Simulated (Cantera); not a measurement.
An isothermal, constant-pressure homogeneous reactor starts with C2H6 : N2 = 1 : 57 (molar parts), at 1575 K and 21000 Pa. Integrator tolerance rtol = 1e-08.

Model: GRI-Mech 3.0 (53 species, 325 reactions), integrated in Cantera. GRI-Mech 3.0 stops at C3 and has no aromatics, soot or wall deposition, so with more carbon than oxygen in the feed, carbon stays in small species such as C2H2 where larger ones or solid carbon would form.

### Question
What does this change do: N2 57 to 240 parts?

### Answer
| quantity | before | after |
|---|---|---|
| x(C2H6) at 10.0 s | 1.89e-8 (gas-phase equilibrium 9.83e-11) | 5.04e-9 (gas-phase equilibrium <1e-12) |
| x(CH3) at 10.0 s | 4.41e-6 (gas-phase equilibrium 2.74e-7) | 2.14e-6 (gas-phase equilibrium 1.87e-8) |
| x(HCN) at 10.0 s | 3.45e-6 (gas-phase equilibrium 0.0275) | 9.84e-6 (gas-phase equilibrium 0.00778) |
| x(H) at 10.0 s | 1.62e-5 (gas-phase equilibrium 1.67e-5) | 8.06e-6 (gas-phase equilibrium 8.28e-6) |
| x(C2H2) at 10.0 s | 0.0164 (gas-phase equilibrium 0.00291) | 0.00406 (gas-phase equilibrium 0.000222) |
| x(CH4) at 10.0 s | 0.000439 (gas-phase equilibrium 2.70e-5) | 0.000106 (gas-phase equilibrium 9.16e-7) |
| x(C2H) at 10.0 s | 2.38e-8 (gas-phase equilibrium 4.26e-9) | 1.19e-8 (gas-phase equilibrium 6.55e-10) |
